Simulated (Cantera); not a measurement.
An isothermal, constant-pressure homogeneous reactor starts with CH4 : H2 : O2 = 0.0054 : 1 : 0.0029 (molar parts), at 1925 K and 8.25 Torr. Integrator tolerance rtol = 1e-08.

Cantera simulation using GRI-Mech 3.0 (53 species, 325 reactions); the numbers are that mechanism's predictions, not measurements. Radical loss at walls, strong at low pressure, is not modelled.

### Question
What does this change do: temperature 1925 to 2525 K?

### Answer
```tsv
quantity	before	after
x(CH4) at 10.0 s	0.000149 (gas-phase equilibrium 1.28e-10)	2.45e-12 (gas-phase equilibrium 2.52e-12)
x(H2) at 10.0 s	0.984 (gas-phase equilibrium 0.985)	0.760 (gas-phase equilibrium 0.760)
x(O2) at 10.0 s	2.09e-11 (gas-phase equilibrium <1e-12)	7.41e-10 (gas-phase equilibrium 7.41e-10)
x(H2O) at 10.0 s	0.00304 (gas-phase equilibrium 0.000391)	0.000322 (gas-phase equilibrium 0.000322)
x(CH2O) at 10.0 s	1.05e-9 (gas-phase equilibrium 2.35e-11)	1.57e-11 (gas-phase equilibrium 1.57e-11)
```
